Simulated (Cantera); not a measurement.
An isothermal, constant-pressure homogeneous reactor starts with CH4 : N2 = 1 : 7.4 (molar parts), at 1500 K and 2670 Pa. Integrator tolerance rtol = 1e-08.

Computed with Cantera and GRI-Mech 3.0 (53 species, 325 reactions). GRI-Mech 3.0 stops at C3 and has no aromatics, soot or wall deposition, so with more carbon than oxygen in the feed, carbon stays in small species such as C2H2 where larger ones or solid carbon would form. Radical loss at walls, strong at low pressure, is not modelled.

```tsv
quantity	before	after
x(CH4) at 200 s	0.000946 (gas-phase equilibrium 0.000210)	0.000538 (gas-phase equilibrium 5.78e-5)
x(H2) at 200 s	0.158 (gas-phase equilibrium 0.159)	0.0901 (gas-phase equilibrium 0.0907)
x(H) at 200 s	4.27e-5 (gas-phase equilibrium 4.33e-5)	3.20e-5 (gas-phase equilibrium 3.27e-5)
x(CH2) at 200 s	1.15e-9 (gas-phase equilibrium 2.61e-10)	1.14e-9 (gas-phase equilibrium 1.26e-10)
x(C2H6) at 200 s	1.13e-8 (gas-phase equilibrium 9.44e-10)	6.39e-9 (gas-phase equilibrium 1.25e-10)
x(HCN) at 200 s	3.94e-7 (gas-phase equilibrium 0.0631)	6.15e-7 (gas-phase equilibrium 0.0429)
x(C2H4) at 200 s	6.28e-5 (gas-phase equilibrium 2.58e-5)	2.04e-5 (gas-phase equilibrium 5.99e-6)
```

Q: What was changed between the two runs?
A. N2 7.4 to 55 parts
B. CH4 1 to 0.51 parts
C. CH4 1 to 3.9 parts
D. temperature 1500 to 1625 K

A: B, CH4 1 to 0.51 parts
